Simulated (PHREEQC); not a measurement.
Brine: an equilibrium model

Dissolve 3 mol/kgw KOH, 0.003 mol/kgw Na2B4O7 and 5.4 mol/kgw NaCl at 25 °C. Closed to the air; pH follows from the charge balance.

All values are PHREEQC results (Pitzer model, pitzer.dat), not measurements.

Each row changes one thing in this solution. This is a speciation only: nothing precipitates in the calculation.

```json
[
 {"case": "as made", "pH": "14.71", "B(OH)3 (mol/kgw)": "2.31e-8", "SI of Halite (NaCl)": "-0.15", "SI of Sylvite (KCl)": "+0.18"},
 {"case": "diluted 100-fold with water", "pH": "12.37", "B(OH)3 (mol/kgw)": "6.81e-8", "SI of Halite (NaCl)": "-4.33", "SI of Sylvite (KCl)": "-3.90"},
 {"case": "temperature from 25 to 10 °C", "pH": "15.29", "B(OH)3 (mol/kgw)": "6.62e-9", "SI of Halite (NaCl)": "-0.10", "SI of Sylvite (KCl)": "+0.36"},
 {"case": "diluted 10-fold with water", "pH": "13.29", "B(OH)3 (mol/kgw)": "5.69e-8", "SI of Halite (NaCl)": "-2.50", "SI of Sylvite (KCl)": "-2.09"},
 {"case": "0.02 mol/kgw Ca(OH)2 added", "pH": "14.71", "B(OH)3 (mol/kgw)": "2.30e-8", "SI of Halite (NaCl)": "-0.14", "SI of Sylvite (KCl)": "+0.18"}
]
```

Some of these states are supersaturated (in Sylvite, Portlandite, for instance). In brines, pH and single-ion activities rest on the MacInnes convention. Constants without temperature data keep their 25 °C values here.
